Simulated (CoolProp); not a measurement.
Computed with CoolProp (reference Helmholtz-energy equation of state, Thol 2021).

Give the vapour pressure (bar), liquid density (kg/m³), enthalpy of vaporisation (kJ/kg), liquid cp (kJ/(kg K)) of saturated chlorine at 262.6, 280.5 K.


```json
[
 {"T (K)": "262.6", "p (bar)": "2.56", "liquid density (kg/m³)": "1500", "enthalpy of vaporisation (kJ/kg)": "273", "liquid cp (kJ/(kg K))": "0.953"},
 {"T (K)": "280.5", "p (bar)": "4.65", "liquid density (kg/m³)": "1450", "enthalpy of vaporisation (kJ/kg)": "261", "liquid cp (kJ/(kg K))": "0.969"}
]
```
